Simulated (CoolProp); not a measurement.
The fluid at 264.82 K and 0.26 MPa flows at 0.59 m/s in a round tube of 4.6 mm bore and 1.5 µm roughness, fully developed (64/Re and Nu = 3.66 if laminar; Colebrook and Gnielinski if turbulent). The same conditions are run with several fluids, on thermodynamics alone (safety and materials aside).

Computed with CoolProp (reference Helmholtz-energy equation of state of each fluid (R236EA: Rui 2013; R141b: Lemmon 2006; n-pentane: Thol 2019)).

```csv
fluid,Reynolds number,Darcy friction factor,pressure drop (Pa/m),heat-transfer coefficient (W/(m² K)),mass flow (kg/h)
R236EA,6510,0.0351,2030,1120,53.9
R141b,5700,0.0364,1790,991,45.8
n-pentane,7030,0.0344,851,1290,23.1
```

Transport values come from each fluid's own correlations; those of R236EA, R141b, n-pentane are estimates that may be off by 10 % or more.
